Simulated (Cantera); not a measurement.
**Low-pressure radical oxidation in H2/O2**

An isothermal, constant-pressure homogeneous reactor starts with H₂ : O₂ : N₂ = 0.014 : 1 : 2 (molar parts), at 998 K and 280 Pa.

Computed with Cantera and the H2/O2 subset of GRI-Mech 3.0, which has no nitrogen chemistry. Radical loss at walls, strong at low pressure, is not modelled.

```tsv
t (s)	x H₂	x O₂	x H₂O₂	x HO₂	x OH
2.00e-5	0.00464	0.332	<1e-12	<1e-12	<1e-12
4.33e-5	0.00464	0.332	<1e-12	<1e-12	<1e-12
9.38e-5	0.00464	0.332	<1e-12	<1e-12	<1e-12
0.000203	0.00464	0.332	<1e-12	<1e-12	<1e-12
0.000440	0.00464	0.332	<1e-12	1.31e-12	<1e-12
0.000953	0.00464	0.332	<1e-12	2.84e-12	<1e-12
0.00206	0.00464	0.332	<1e-12	6.15e-12	2.23e-12
0.00447	0.00464	0.332	<1e-12	1.33e-11	7.42e-12
0.00969	0.00464	0.332	<1e-12	2.89e-11	2.30e-11
0.0210	0.00464	0.332	<1e-12	6.30e-11	8.96e-11
0.0454	0.00464	0.332	<1e-12	1.42e-10	8.53e-10
0.0984	0.00464	0.332	<1e-12	1.02e-9	8.45e-8
0.213	0.00286	0.330	1.03e-8	3.23e-7	0.000365
0.462	3.78e-5	0.328	2.00e-9	2.29e-7	0.000185
1.00	2.35e-5	0.328	1.61e-9	2.00e-7	0.000150
```
x: mole fraction; the columns are a selection and need not sum to one.

Equilibrium at this temperature and pressure: H₂ 1.27e-11, O₂ 0.330, H₂O₂ <1e-12, HO₂ 6.29e-11, OH 1.16e-7 (gas phase only).
